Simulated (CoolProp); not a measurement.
Dodecamethylpentasiloxane (MD3M) along the isotherm 400.7 K: Z from the reference equation and from simpler models built on Tc = 628.0 K, pc = 0.9540 MPa, ω = 0.730; each cubic takes its own stable root.

Values from CoolProp's reference Helmholtz-energy equation of state, Thol 2019.

```json
[
 {"p (MPa)": "0.367", "phase": "liquid", "reference": "0.05505"},
 {"p (MPa)": "0.734", "phase": "liquid", "reference": "0.1100"},
 {"p (MPa)": "1.1", "phase": "liquid", "reference": "0.1646"},
 {"p (MPa)": "1.47", "phase": "liquid", "reference": "0.2197"},
 {"p (MPa)": "1.83", "phase": "liquid", "reference": "0.2731"},
 {"p (MPa)": "2.2", "phase": "liquid", "reference": "0.3280"},
 {"p (MPa)": "2.57", "phase": "liquid", "reference": "0.3826"},
 {"p (MPa)": "2.94", "phase": "liquid", "reference": "0.4372"},
 {"p (MPa)": "3.3", "phase": "liquid", "reference": "0.4902"},
 {"p (MPa)": "3.67", "phase": "liquid", "reference": "0.5445"},
 {"p (MPa)": "4.04", "phase": "liquid", "reference": "0.5987"},
 {"p (MPa)": "4.4", "phase": "liquid", "reference": "0.6513"},
 {"p (MPa)": "4.77", "phase": "liquid", "reference": "0.7053"}
]
```

How far does each simpler model (van der Waals, Peng-Robinson) lie from the reference over these 13 states: mean and median of the absolute difference, and the worst?


- van der Waals: mean 74.3 %, median 73.6 %, worst +81.1 % at 400.7 K and 0.367 MPa
- Peng-Robinson: mean 0.6 %, median 0.6 %, worst +0.9 % at 400.7 K and 0.367 MPa
